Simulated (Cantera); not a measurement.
What does this Cantera script print?

```python
import numpy as np
import cantera as ct

gas = ct.Solution("gri30.yaml", transport_model="mixture-averaged")
show = ['H2O', 'H2', 'H']

rows = []
print(f"{'T/K':>7s}{'rho':>11s}{'cp':>10s}{'mu':>11s}{'lambda':>11s}{'Pr':>7s}" + "".join(f"{'D_' + s:>11s}" for s in show))
for T in [400, 500, 600, 700, 800, 900, 1000, 1100, 1200]:
    gas.TPX = T, 170, {'NO': 0.85, 'N2O': 0.7, 'CO2': 0.36}
    Pr = gas.cp_mass * gas.viscosity / gas.thermal_conductivity
    D = [gas.mix_diff_coeffs_mole[gas.species_index(s)] for s in show]
    rows.append([gas.density, gas.cp_mass, gas.viscosity, gas.thermal_conductivity, Pr, *D])
    print(f"{T:7g}{gas.density:11.4e}{gas.cp_mass:10.1f}{gas.viscosity:11.4e}"
          f"{gas.thermal_conductivity:11.4e}{Pr:7.3f}" + "".join(f"{d:11.4e}" for d in D))
print("SI units: kg/m3, J/kg/K, Pa s, W/m/K, m2/s")
```

Result:

```
    T/K        rho        cp         mu     lambda     Pr      D_H2O       D_H2        D_H
    400 1.9311e-03     973.2 2.0917e-05 2.8326e-02  0.719 1.9529e-02 6.9010e-02 1.0802e-01
    500 1.5449e-03    1027.0 2.5015e-05 3.5605e-02  0.722 3.0034e-02 1.0081e-01 1.6064e-01
    600 1.2874e-03    1074.4 2.8755e-05 4.2682e-02  0.724 4.2355e-02 1.3707e-01 2.2092e-01
    700 1.1035e-03    1115.8 3.2221e-05 4.9509e-02  0.726 5.6334e-02 1.7748e-01 2.8831e-01
    800 9.6554e-04    1151.5 3.5470e-05 5.6079e-02  0.728 7.1850e-02 2.2184e-01 3.6238e-01
    900 8.5826e-04    1181.7 3.8541e-05 6.2402e-02  0.730 8.8805e-02 2.6995e-01 4.4279e-01
   1000 7.7244e-04    1207.1 4.1465e-05 6.8493e-02  0.731 1.0712e-01 3.2168e-01 5.2926e-01
   1100 7.0221e-04    1226.2 4.4264e-05 7.4370e-02  0.730 1.2672e-01 3.7688e-01 6.2154e-01
   1200 6.4370e-04    1243.3 4.6955e-05 8.0048e-02  0.729 1.4756e-01 4.3545e-01 7.1945e-01
SI units: kg/m3, J/kg/K, Pa s, W/m/K, m2/s
```

Computed with Cantera and GRI-Mech 3.0 (53 species, 325 reactions). The composition is frozen, though it would react at the higher temperatures.
